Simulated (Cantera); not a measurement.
An adiabatic, constant-pressure homogeneous reactor starts with H₂ : O₂ : N₂ = 1 : 1.14 : 4.27 (molar parts), equivalence ratio 0.44, at 1800 K and 0.770 atm.

Detailed kinetics in Cantera: GRI-Mech 3.0 (53 species, 325 reactions).

x: mole fraction; the columns are a selection and need not sum to one.

| t (s) | T (K) | x H₂ | x O₂ | x H₂O | x NO₂ | x N₂O | x NO |
|---|---|---|---|---|---|---|---|
| 3.00e-6 | 1800 | 0.156 | 0.178 | 0.000108 | <1e-12 | 7.61e-11 | 7.31e-12 |
| 1.03e-5 | 1858 | 0.0216 | 0.0989 | 0.0986 | 4.03e-10 | 8.11e-8 | 3.07e-6 |
| 3.54e-5 | 2105 | 0.0174 | 0.0954 | 0.113 | 5.66e-9 | 1.44e-7 | 3.85e-5 |
| 0.000122 | 2423 | 0.0118 | 0.0964 | 0.131 | 4.32e-8 | 2.60e-7 | 0.000188 |
| 0.000418 | 2628 | 0.00628 | 0.0989 | 0.146 | 5.05e-7 | 6.59e-7 | 0.00112 |
| 0.00144 | 2634 | 0.00593 | 0.0977 | 0.147 | [?] | 7.06e-7 | [?] |
| 0.00493 | 2626 | 0.00583 | 0.0944 | 0.148 | [?] | 7.50e-7 | [?] |
| 0.0169 | 2619 | 0.00576 | 0.0919 | 0.148 | 7.95e-6 | 8.12e-7 | 0.0173 |
| 0.0582 | 2619 | 0.00575 | 0.0918 | 0.148 | 8.09e-6 | 8.16e-7 | 0.0176 |
| 0.200 | 2619 | 0.00575 | 0.0918 | 0.148 | 8.09e-6 | 8.16e-7 | 0.0176 |

Q: Some entries are withheld; supply them.

A: 
- 0.00144, x NO₂: 1.99e-6
- 0.00144, x NO: 0.00425
- 0.00493, x NO₂: 5.36e-6
- 0.00493, x NO: 0.0116
